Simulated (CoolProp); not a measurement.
Computed with CoolProp (reference Helmholtz-energy equation of state, Gao 2022).

**Question.** For n-perfluorohexane, give the phase and the Z, isothermal compressibility (1/MPa) at 279.2 K and 0.0334 MPa.

**Answer.** 
- 279.2 K and 0.0334 MPa: liquid; Z 0.00281, isothermal compressibility 0.00222
